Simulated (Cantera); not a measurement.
A freely propagating, adiabatic, planar premixed flame of 6.63 % CO, 0.616 % H2, 6.43 % CH4, 18.1 % O2, 68.2 % N2, unburnt at 473 K and 975 Torr; mixture-averaged transport, grid criteria slope 0.08 and curve 0.16, no radiation.

Model: GRI-Mech 3.0 (53 species, 325 reactions), integrated in Cantera. Burning velocities carry a grid error of a few per cent, more on coarse grids.

### Question
Predict: laminar burning velocity; thermal thickness; peak x(C2H6); peak x(CH3).

### Answer
```
Property                      Value
------------------------  ---------
laminar burning velocity  89.4 cm/s
thermal thickness          0.290 mm
peak x(C2H6)               0.000384
peak x(CH3)                 0.00127
```
